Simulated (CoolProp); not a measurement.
Vapour-liquid equilibrium of dimethyl ether (1) + n-pentane (2) at 0.684 MPa; x and y are mole fractions of (1).

Computed with CoolProp (multi-fluid Helmholtz-energy mixture model, Wu 2011 and Thol 2019; pair parameters Bell 2016).

```
x     bubble temperature, mixture model (K)  bubble temperature, Raoult's law (K)  y, mixture model  y, Raoult's law
----  -------------------------------------  ------------------------------------  ----------------  ---------------
0.05                                  374.0                                 370.3             0.143            0.228
0.15                                  360.5                                 355.6             0.421            0.514
0.25                                  346.5                                 344.4             0.636            0.679
0.35                                  334.5                                 335.5             0.772            0.782
0.45                                  325.4                                 328.3             0.850            0.850
0.55                                  318.8                                 322.2             0.896            0.898
0.65                                  314.2                                 317.0             0.925            0.933
0.75                                  310.7                                 312.5             0.946            0.959
0.85                                  307.7                                 308.5             0.965            0.978
0.95                                  304.8                                 305.0             0.987            0.994
```

The largest gap from Raoult's law is +4.9 K in bubble temperature, at x = 0.15. No azeotrope shows between x = 0.05 and 0.95.

Pair parameters are fitted to limited data, so mixtures are less certain than the pure fluids. The gap from Raoult's law changes sign with composition, which may be real or a fault of the pair parameters; it wasn't checked against measurements.
